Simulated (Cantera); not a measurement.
A perfectly stirred reactor is fed with 8.58 % CH3OH, 19.2 % O2, 72.2 % N2, at 95000 Pa; it is adiabatic with a 700 K inlet, and is followed from long to short residence time, starting on the burning branch (τ in s: 0.067, 0.029, 0.012, 0.0054, 0.0023, 0.001, 0.00043, 0.00019, 8.1e-05).

Cantera simulation using GRI-Mech 3.0 (53 species, 325 reactions); the numbers are that mechanism's predictions, not measurements. GRI-Mech 3.0 was tuned for natural gas; its chemistry of methanol as a main component is partial and can be far from experiment.

x: mole fraction; the columns are a selection and need not sum to one.

```
τ (s)    T (K)     x CH3OH    x O2  x H2O       x CH2       x CH4      x H2O2
-------  -----  ----------  ------  -----  ----------  ----------  ----------
0.067     2113     1.54e-6  0.0604  0.161     6.80e-9     2.20e-8     1.13e-7
0.029     2104  (withheld)  0.0607  0.161  (withheld)  (withheld)  (withheld)
0.012     2086     5.76e-6  0.0611  0.160     2.21e-8     4.31e-8     1.47e-7
0.0054    2061     9.97e-6  0.0617  0.158     3.91e-8     6.09e-8     1.84e-7
0.0023    2024  (withheld)  0.0627  0.156  (withheld)  (withheld)  (withheld)
0.0010    1976     3.26e-5  0.0642  0.153     1.99e-7     2.40e-7     3.26e-7
0.00043   1920     6.41e-5  0.0664  0.150     4.92e-7     6.32e-7     4.45e-7
0.00019   1857    0.000140  0.0699  0.148     1.15e-6     1.85e-6     6.22e-7
8.1e-5    1765    0.000461  0.0786  0.146     2.63e-6     7.44e-6     1.18e-6
```

Task: What belongs in the gaps?

Result: 
- 0.029, x CH3OH: 3.03e-6
- 0.029, x CH2: 1.24e-8
- 0.029, x CH4: 3.21e-8
- 0.029, x H2O2: 1.24e-7
- 0.0023, x CH3OH: 1.79e-5
- 0.0023, x CH2: 8.40e-8
- 0.0023, x CH4: 1.09e-7
- 0.0023, x H2O2: 2.43e-7
